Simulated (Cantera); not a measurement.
What does this Cantera script print?

```python
import numpy as np
import cantera as ct

gas = ct.Solution("gri30.yaml")


def delay(T, t_max=10):
    gas.TPX = T, 1000000, {'CH4': 1, 'O2': 2.7, 'N2': 33, 'H2O': 0.42}
    reactor = ct.IdealGasReactor(gas, clone=False)
    net = ct.ReactorNet([reactor])
    net.rtol, net.atol = 1e-8, 1e-16
    while net.time < t_max:
        t_old, T_old = net.time, reactor.T
        net.step()
        if reactor.T > T + 400:  # ignition: a rise of 400 K
            return t_old + (T + 400 - T_old) / (reactor.T - T_old) * (net.time - t_old)
    return np.nan


taus = []
for T in [1175, 1225, 1275, 1325, 1375, 1425]:
    taus.append(delay(T))
    print(f"T0 = {T:6g} K   tau = {taus[-1]:.4e} s")
```

It prints:

```
T0 =   1175 K   tau = 1.6825e-02 s
T0 =   1225 K   tau = 9.3159e-03 s
T0 =   1275 K   tau = 5.3068e-03 s
T0 =   1325 K   tau = 3.0858e-03 s
T0 =   1375 K   tau = 1.8206e-03 s
T0 =   1425 K   tau = 1.0852e-03 s
```

Cantera simulation using GRI-Mech 3.0 (53 species, 325 reactions); the numbers are that mechanism's predictions, not measurements.
